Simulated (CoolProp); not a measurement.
Vapour-liquid equilibrium of propane (1) + c-C4F8 (RC318) (2) at 259.4 K; x and y are mole fractions of (1).

Computed with CoolProp (multi-fluid Helmholtz-energy mixture model, Lemmon 2009 and Platzer 1990; pair parameters Bell 2016). This equation is an older, rougher fit; its heat capacities, sound speeds and derivatives of the liquid may be far off and weren't checked against measurements.

Q: Give the bubble pressure and the first vapour's composition at x = 0.25, 0.55, 0.75. Is there an azeotrope?

A: x = 0.25: 0.2227 MPa, y = 0.724; x = 0.55: 0.2792 MPa, y = 0.815; x = 0.75: 0.2951 MPa, y = 0.855. No azeotrope shows between x = 0.05 and 0.95.

The pair parameters rest on a limited set of measurements; away from them the model extrapolates. With so large a gap from Raoult's law the liquid may split in two, which this calculation doesn't test in full.
